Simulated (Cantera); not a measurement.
Transport properties of process gases

Gas mixture: H2O : C2H2 : CO2 : N2 = 0.47 : 1 : 0.41 : 0.81 (molar parts), at 0.132 atm, frozen composition.

Cantera's kinetic-theory transport with the Lennard-Jones parameters of GRI-Mech 3.0, ideal gas; thermal conductivity in the multicomponent form. Polar gases are described roughly by these parameters. The composition is frozen, though it would react at the higher temperatures.

```
T (K)  ρ (kg/m³)  cp (J/kg/K)  μ (µPa s)  λ (mW/m/K)     Pr  D (cm²/s) NO  D (cm²/s) NH3  D (cm²/s) CO2
-----  ---------  -----------  ---------  ----------  -----  ------------  -------------  -------------
400        0.112         1423       17.1        34.2  0.713          2.33           2.45           1.84
550       0.0815         1547       22.3        48.2  0.714          4.08           4.51           3.31
700       0.0641         1644       26.9        61.8  0.716          6.18           7.07           5.09
850       0.0528         1731       31.1        75.2  0.717          8.60           10.1           7.15
1000      0.0448         1809       35.1        88.5  0.718          11.3           13.5           9.47
1150      0.0390         1876       38.8         101  0.718          14.3           17.2           12.0
```
D: mixture-averaged diffusion coefficient of that species in the mixture.
